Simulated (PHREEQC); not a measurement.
0.069 g of hydrous ferric oxide (600 m²/g; 0.2 weak and 0.005 strong sites per Fe, Dzombak-Morel constants, diffuse double layer) in 1 kg of water with 0.001 mol/kgw of an inert sodium salt and 0.021 mmol/kgw ZnCl2, at 25 °C; the pH is set by adding NaOH or the inert anion's acid. Oxygen is held at 0.21 atm. The system is closed to CO2. No solid was allowed to form.

Computed with PHREEQC (ion-association model, wateq4f.dat).

| pH | Zn sorbed (%) | surface charge σ (C/m²) | surface potential ψ (mV) |
|---|---|---|---|
| 3 | 0.0 | 0.254 | 233 |
| 3.5 | 0.0 | 0.176 | 225 |
| 4 | 0.0 | 0.120 | [?] |
| 4.5 | 0.0 | 0.080 | 191 |
| 5 | 0.3 | 0.052 | 169 |
| 5.5 | 2.5 | 0.032 | 145 |
| 6 | 10.6 | [?] | 120 |
| 6.5 | 22.8 | 0.012 | 95 |
| 7 | 49.5 | 0.007 | [?] |
| 7.5 | 84.6 | [?] | 48 |
| 8 | [?] | 0.002 | [?] |
| 8.5 | [?] | 0.000 | [?] |
| 9 | 99.7 | -0.003 | -35 |

Fill in the missing entries.


- 4, surface potential ψ (mV): 210
- 6, surface charge σ (C/m²): 0.020
- 7, surface potential ψ (mV): 71
- 7.5, surface charge σ (C/m²): 0.004
- 8, Zn sorbed (%): 97.5
- 8, surface potential ψ (mV): 22
- 8.5, Zn sorbed (%): 99.5
- 8.5, surface potential ψ (mV): -7

The oxide is taken as insoluble; below pH 4 it would dissolve.
